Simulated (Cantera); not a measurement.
A freely propagating, adiabatic, planar premixed flame of 19.2 % H2, 15.0 % O2, 56.3 % N2, 9.58 % H2O, unburnt at 473 K and 101000 Pa; multicomponent transport, grid criteria slope 0.08 and curve 0.16, no radiation.

Detailed kinetics in Cantera: the H2/O2 subset of GRI-Mech 3.0, which has no nitrogen chemistry. Burning velocities carry a grid error of a few per cent, more on coarse grids. Lean hydrogen flames are cellular in practice and burn faster than this planar one.

Predict: laminar burning velocity; thermal thickness; peak x(OH); peak x(HO2); peak x(H).


```
Quantity                    Result
------------------------  --------
laminar burning velocity  166 cm/s
thermal thickness         0.377 mm
peak x(OH)                 0.00778
peak x(HO2)               0.000431
peak x(H)                  0.00860
```
